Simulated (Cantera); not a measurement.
Charge: 1 mol Si, 1.8 mol CO2, 19 mol H2, held at 1198.15 K and 13.0 Pa.

These are equilibrium values from Cantera (NASA tables, ideal gas, pure condensed phases), not measurements of a reactor. Candidate condensed phases: C, C6H6, C7H8, C8H18, H2O, Si, SiC, SiO2; 123 gas species. Mutual solubility and eutectic melting of coexisting phases are not modelled. The tables hold silica as quartz up to 1696 K and as liquid above; real silica turns to tridymite and cristobalite and melts near 1996 K. Equilibrium is a limit: real reactors are often held back by kinetics, nucleation or transport.

Base state: H2 0.916, CO 0.0837, SiO 0.000269, H 1.60e-5 (mole fractions); condensed: SiC(s) + SiO2(β-quartz).

What changes in the equilibrium state with this change: temperature from 1198.15 K to 1600 K?


| species | before | after |
|---|---|---|
| H2 | 0.916 | 0.883 |
| CO | 0.0837 | 0.0844 |
| SiO | 0.000269 | 0.0189 |
| H2O | 7.49e-7 | 0.00921 |
| CO2 | 5.01e-8 | 0.000293 |
| H | 1.60e-5 | 0.00448 |
| SiC(s), mol | 0.0648 | 0 |
| SiO2(β-quartz), mol | 0.930 | 0.598 |

What changes in the equilibrium state with this change: temperature from 1198.15 K to 1998.15 K?


```csv
species,before,after
H2,0.916,0.726
H,1.60e-5,0.120
CO,0.0837,0.0768
SiO,0.000269,0.0431
H2O,7.49e-7,0.0331
OH,<1e-9,0.000545
O,<1e-9,6.58e-5
CO2,5.01e-8,0.000766
"SiC(s), mol",0.0648,0
"SiO2(β-quartz), mol",0.930,0
```
